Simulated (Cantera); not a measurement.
An isothermal, constant-pressure homogeneous reactor starts with 0.522 % H2, 99.5 % O2, equivalence ratio 0.0026, at 1100 K and 2.33 Torr.

Cantera simulation using GRI-Mech 3.0 (53 species, 325 reactions); the numbers are that mechanism's predictions, not measurements. Radical loss at walls, strong at low pressure, is not modelled.

x: mole fraction; the columns are a selection and need not sum to one.

```csv
t (s),x H2,x O2,x HO2,x H2O,x H,x O
6.00e-6,0.00522,0.995,<1e-12,<1e-12,<1e-12,<1e-12
2.27e-5,0.00522,0.995,3.19e-12,<1e-12,3.08e-12,<1e-12
8.62e-5,0.00522,0.995,1.21e-11,<1e-12,1.05e-11,1.60e-12
0.000327,0.00522,0.995,4.59e-11,<1e-12,2.85e-11,1.81e-11
0.00124,0.00522,0.995,1.74e-10,2.08e-11,5.17e-11,1.43e-10
0.00469,0.00522,0.995,6.61e-10,4.77e-10,1.24e-10,?
0.0178,0.00522,0.995,2.53e-9,1.99e-8,1.58e-9,?
0.0674,0.00498,0.995,1.71e-7,0.000180,1.32e-5,?
0.256,1.24e-5,0.990,1.86e-7,0.00498,0.000162,?
0.969,1.02e-5,0.991,1.70e-7,0.00501,0.000121,?
3.67,5.65e-6,0.993,1.28e-7,0.00509,4.90e-5,?
13.9,1.41e-6,0.994,6.18e-8,0.00518,6.10e-6,?
52.8,1.74e-7,0.995,1.72e-8,0.00521,2.65e-7,?
200,1.79e-8,0.995,3.21e-9,0.00523,8.80e-9,?
```

Task: Some entries are withheld; supply them.

Result: 
- 0.00469, x O: 1.01e-9
- 0.0178, x O: 2.08e-8
- 0.0674, x O: 0.000166
- 0.256, x O: 0.00449
- 0.969, x O: 0.00370
- 3.67, x O: 0.00202
- 13.9, x O: 0.000501
- 52.8, x O: 6.17e-5
- 200, x O: 6.37e-6
